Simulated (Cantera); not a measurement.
Feed: 1 mol SiHCl₃, 0.14 mol NH₃, 87 mol N₂, at 823 K and 150 Torr.

Equilibrium computed with Cantera from the NASA thermochemical tables; the gas is ideal and each condensed phase is pure. Candidate condensed phases: NH₄Cl, Si, Si₃N₄; 28 gas species. The numbers say what is thermodynamically allowed, not how fast it happens.

Base state: N₂ 0.980, HCl 0.0130, SiCl₄ 0.00523, H₂ 0.00153 (mole fractions); condensed: Si₃N₄(s).

### Question
What changes in the equilibrium state with this change: temperature from 823 K to 1948 K?

### Answer
| species | before | after |
|---|---|---|
| N₂ | 0.980 | 0.975 |
| SiCl₂ | <1e-9 | 0.0109 |
| HCl | 0.0130 | 0.0106 |
| SiCl₄ | 0.00523 | 8.97e-6 |
| Cl | <1e-9 | 0.000393 |
| H | <1e-9 | 0.000129 |
| SiCl | <1e-9 | 4.10e-5 |
| Si | <1e-9 | 1.15e-5 |
| Si₃N₄(s), mol | 0.179 | 0 |
The tables' values for SiCl₃, SiCl are old estimates; treat these amounts as uncertain.

### Question
What changes in the equilibrium state with this change: NH₃ from 0.14 to 25 mol?

### Answer
| species | before | after |
|---|---|---|
| N₂ | 0.980 | 0.714 |
| H₂ | 0.00153 | 0.264 |
| HCl | 0.0130 | 0.0217 |
| SiCl₄ | 0.00523 | 1.70e-6 |
| NH₃ | 2.83e-8 | 5.46e-5 |
| Si₃N₄(s), mol | 0.179 | 0.333 |
